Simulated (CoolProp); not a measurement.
Water along the isotherm 729.3 K: Z from the reference equation and from simpler models built on Tc = 647.1 K, pc = 22060 kPa, ω = 0.344; each cubic takes its own stable root.

The numbers come from the reference Helmholtz-energy equation of state, Wagner 2002 in CoolProp.

```csv
p (kPa),phase,reference,van der Waals,Soave-Redlich-Kwong,Peng-Robinson
105,gas,0.9990,0.9989,0.9990,0.9988
198,gas,0.9981,0.9980,0.9980,0.9977
376,gas,0.9964,0.9962,0.9963,0.9957
713,gas,0.9932,0.9928,0.9929,0.9918
1350,gas,0.9870,0.9863,0.9865,0.9844
2560,gas,0.9752,0.9738,0.9743,0.9704
4860,gas,0.9519,0.9494,0.9507,0.9435
9210,gas,0.9052,0.9002,0.9047,0.8915
17500,gas,0.8055,0.7924,0.8120,0.7889
33100,supercritical,0.5768,0.5045,0.6263,0.5936
```
